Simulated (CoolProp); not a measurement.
Diethyl ether along the isotherm 1.85 °C: fugacity coefficient from the reference equation and from simpler models built on Tc = 194.7 °C, pc = 3.717 MPa, ω = 0.282; each cubic takes its own stable root.

The numbers come from the reference Helmholtz-energy equation of state, Thol 2014 in CoolProp.

```json
[
 {"p (MPa)": "0.118", "phase": "liquid", "reference": "0.2253"},
 {"p (MPa)": "0.183", "phase": "liquid", "reference": "0.1457"},
 {"p (MPa)": "0.285", "phase": "liquid", "reference": "0.09398"},
 {"p (MPa)": "0.444", "phase": "liquid", "reference": "0.06075"},
 {"p (MPa)": "0.691", "phase": "liquid", "reference": "0.03946"},
 {"p (MPa)": "1.08", "phase": "liquid", "reference": "0.02569"},
 {"p (MPa)": "1.68", "phase": "liquid", "reference": "0.01696"},
 {"p (MPa)": "2.61", "phase": "liquid", "reference": "0.01137"}
]
```

How far does each simpler model (van der Waals, Soave-Redlich-Kwong) lie from the reference over these 8 states: mean and median of the absolute difference, and the worst?


- van der Waals: mean 792.7 %, median 894.1 %, worst +954.5 % at 1.85 °C and 2.61 MPa
- Soave-Redlich-Kwong: mean 0.7 %, median 0.8 %, worst -1.0 % at 1.85 °C and 0.118 MPa

At some of these states van der Waals gives the other phase, because its saturation line lies elsewhere.
